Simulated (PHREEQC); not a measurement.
## Buffer: an equilibrium model

Make-up at 20 °C: 0.0054 mol NH4Cl and 0.047 mol Na2HPO4 per kg of water. Closed to the air; pH follows from the charge balance.

Equilibrium calculation in PHREEQC: ion-association model, phreeqc.dat.

Precipitation was switched off in this run.

**Question.** Estimate the pH, ionic strength.

**Answer.** pH 8.68; ionic strength 0.140 mol/kgw.

**Question.** In which forms is P present?

**Answer.** HPO4-2 93 %, NaHPO4- 5.6 %, H2PO4- 1.4 % of the P.
